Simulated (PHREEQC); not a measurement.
# Copper plating or etch bath: speciation

Consider water at 25 °C with 0.026 mol Cu(BF4)2, 0.1 mol HBF4 and 0.0018 mol NaCl per kg of water. Closed to the air; pH follows from the charge balance.

Model: ion-association model, wateq4f.dat, run in PHREEQC.

This is a speciation only: nothing precipitates in the calculation.

### Question
Estimate the pH, ionic strength.

### Answer
pH 1.11; ionic strength 0.177 mol/kgw.

### Question
In which forms is B present?

### Answer
BF4- 96 %, BF3OH- 2.2 %, H3BO3 2.1 % of the B.

Real BF4- forms and hydrolyses slowly; the run takes it at equilibrium.
